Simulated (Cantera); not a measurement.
Input (Python, Cantera) and output of one run.

```python
import numpy as np
import cantera as ct

gas_names = """
    H H2 H2S N NH NH2 NH3 N2 N2H2 N2H4 Ni NiS S SH SN S2 S8
""".split()
cond_names = """
    Ni(cr) Ni(L) NiS(b) NiS(a) NiS(L) NiS2(s) NiS2(L) Ni3S2(I) Ni3S2(II) Ni3S2(L) Ni3S4(s) S(cr1) S(cr2)
    S(L)
""".split()


# ... load() reads the species with a 1 bar reference pressure and builds the phases ...
atoms = {
    'NiS': {'Ni': 1, 'S': 1},
    'H2': {'H': 2},
    'N2': {'N': 2},
}
top_T = {'Ni3S4(s)': 620}  # K; cautious upper limits of use, not melting points


# ... equilibrate(T, P, feed) seeds the gas with the atoms and calls Mixture.equilibrate('TP', solver="vcs", rtol=1e-11, max_steps=5000) ...
results = []
feed = {'NiS': 1, 'H2': 2.3, 'N2': 0.7}  # mol
P = 10000  # Pa
for T in [748, 848, 948, 1048, 1148, 1248, 1348, 1448, 1548]:
    mix = equilibrate(T, P, feed)
    results.append((T, P, feed, dict(zip(mix.species_names, mix.species_moles))))

top = {s: max(r[3][s] / sum(r[3][g] for g in gas_names) for r in results) for s in gas_names}
cols = sorted((s for s in top if top[s] > 0.001), key=lambda s: -top[s])[:7]
seen = [c for c in cond_names if any(r[3].get(c, 0) > 1e-12 for r in results)]
print("log10 of partial pressures in bar; condensed amounts in mol")
print(f"{'T/K':>10s}" + "".join(f"{s[:9]:>10s}" for s in cols + seen))
for T, P, feed, n in results:
    ng = sum(n[g] for g in gas_names)
    print(f"{T:10.4g}" + "".join(f"{np.log10(max(n[s] / ng * P / 1e5, 1e-99)):10.3f}" for s in cols)
          + "".join(f"{n.get(c, 0):10.4g}" for c in seen))
```

Output:

```
log10 of partial pressures in bar; condensed amounts in mol
       T/K        H2        N2       H2S        S2        SH  Ni3S2(I) Ni3S2(II)  Ni3S2(L)
       748    -1.183    -1.632    -1.954    -8.952    -9.469    0.3333         0         0
       848    -1.183    -1.632    -1.954    -7.485    -8.120         0    0.3333         0
       948    -1.183    -1.632    -1.954    -6.322    -7.053         0    0.3333         0
      1048    -1.183    -1.632    -1.955    -5.378    -6.189         0    0.3333         0
      1148    -1.183    -1.632    -1.956    -4.599    -5.476         0         0    0.3333
      1248    -1.182    -1.633    -1.964    -3.957    -4.883         0         0    0.3333
      1348    -1.180    -1.634    -1.987    -3.445    -4.395         0         0    0.3333
      1448    -1.176    -1.636    -2.036    -3.068    -4.005         0         0    0.3333
      1548    -1.170    -1.639    -2.115    -2.816    -3.703         0         0    0.3333
```

These are equilibrium values from Cantera (NASA tables, ideal gas, pure condensed phases), not measurements of a reactor. Gases not in the tables: S3 to S7.
